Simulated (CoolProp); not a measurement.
Saturation properties of isobutene.

The numbers come from the reference Helmholtz-energy equation of state, Lemmon 2005 in CoolProp. It is a short technical equation, of lower accuracy than the large ones.

| T (°C) | p (bar) | liquid density (kg/m³) | vapour density (kg/m³) | enthalpy of vaporisation (kJ/kg) | liquid cp (kJ/(kg K)) |
|---|---|---|---|---|---|
| -45.75 | 0.1642 | 668.8 | 0.4933 | 426.1 | 2.083 |
| -35.95 | 0.2777 | 658.4 | 0.8044 | 417.7 | 2.114 |
| -26.25 | 0.4456 | 647.9 | 1.249 | 409.3 | 2.148 |
| -16.45 | 0.6892 | 637.1 | 1.874 | 400.4 | 2.185 |
| -6.75 | 1.023 | 626.2 | 2.709 | 391.4 | 2.225 |
| 3.05 | 1.478 | 614.9 | 3.820 | 381.9 | 2.268 |
| 12.85 | 2.074 | 603.3 | 5.256 | 372.0 | 2.315 |
| 22.55 | 2.829 | 591.5 | 7.056 | 361.6 | 2.364 |
| 32.35 | 3.788 | 579.1 | 9.331 | 350.5 | 2.419 |
| 42.05 | 4.959 | 566.3 | 12.11 | 338.9 | 2.479 |
| 51.85 | 6.396 | 552.8 | 15.57 | 326.3 | 2.545 |
| 61.55 | 8.103 | 538.7 | 19.74 | 312.9 | 2.620 |
| 71.35 | 10.15 | 523.6 | 24.88 | 298.1 | 2.707 |

It boils at -7.0 °C under 1 atm.
